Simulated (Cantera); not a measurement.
Feed: 1 mol toluene, 0.83 mol H2, at 1723 K and 100000 Pa.

Method: chemical equilibrium by Gibbs-energy minimisation in Cantera with the NASA 1993 tables (ideal gas, pure condensed phases). Candidate condensed phases: C, C6H6, C7H8, C8H18; 76 gas species. Equilibrium is a limit: real reactors are often held back by kinetics, nucleation or transport.

Base state: H2 0.999, CH4 0.00100, H 0.000182, C2H2 (acetylene) 9.04e-5 (mole fractions); condensed: C(graphite).

Q: What changes in the equilibrium state with this change: pressure from 100000 Pa to 133 Pa?

A: 
```csv
species,before,after
H2,0.999,0.995
H,0.000182,0.00498
C2H2 (acetylene),9.04e-5,9.00e-5
CH4,0.00100,1.33e-6
"C(graphite), mol",6.99,7.00
```
